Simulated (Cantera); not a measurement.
Charge: 1 mol Si, 24 mol HCl, at 1423 K and 0.133 bar.

These are equilibrium values from Cantera (NASA tables, ideal gas, pure condensed phases), not measurements of a reactor. Candidate condensed phases: Si; 19 gas species. The tables' values for SiCl₃ are old estimates; treat these amounts as uncertain. The numbers say what is thermodynamically allowed, not how fast it happens.

Base state: HCl 0.872, H₂ 0.0849, SiCl₄ 0.0404, SiCl₃ 0.00222, SiCl₂ 0.000484, SiHCl₃ 0.000306, Cl 4.46e-5 (mole fractions); condensed: gas only.

What changes in the equilibrium state with this change: HCl from 24 to 16 mol?


```
species    before     after
-------  --------  --------
HCl         0.872     0.805
H₂         0.0849     0.129
SiCl₄      0.0404    0.0600
SiCl₂    0.000484   0.00128
SiHCl₃   0.000306  0.000745
SiCl₃     0.00222   0.00440
Cl        4.46e-5   3.34e-5
```
